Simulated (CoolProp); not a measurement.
Vapour-liquid equilibrium of dimethyl ether (1) + 1-butene (2) at 1.9 bar; x and y are mole fractions of (1).

Values from CoolProp's multi-fluid Helmholtz-energy mixture model, Wu 2011 and Lemmon 2005; pair parameters Bell 2016.

```tsv
x	bubble temperature, mixture model (K)	bubble temperature, Raoult's law (K)	y, mixture model	y, Raoult's law
0.05	282.0	282.7	0.113	0.097
0.15	278.3	279.9	0.294	0.265
0.25	275.3	277.4	0.432	0.407
0.35	272.8	275.1	0.540	0.526
0.45	270.8	273.0	0.630	0.629
0.55	269.1	271.1	0.706	0.718
0.65	267.6	269.3	0.775	0.795
0.75	266.4	267.6	0.839	0.863
0.85	265.3	266.0	0.901	0.923
0.95	264.3	264.6	0.966	0.976
```

The largest gap from Raoult's law is -2.3 K in bubble temperature, at x = 0.35. No azeotrope shows between x = 0.05 and 0.95.

The pair parameters rest on a limited set of measurements; away from them the model extrapolates.
